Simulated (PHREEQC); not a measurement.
Polishing slurry liquid (model solution)

Dissolve 2.5 mmol/kgw H2SO4, 0.14 mmol/kgw Al(NO3)3 and 0.012 mmol/kgw CO2 at 25 °C. Closed to the air; pH follows from the charge balance.

Equilibrium calculation in PHREEQC: ion-association model, wateq4f.dat.

No solid was allowed to form.

Problem. What pH, ionic strength does the model give?

Solution. pH 2.39; ionic strength 0.00661 mol/kgw.

Problem. In which forms is Al present?

Solution. AlSO4+ 67 %, Al+3 30 %, Al(SO4)2- 2.8 % of the Al.
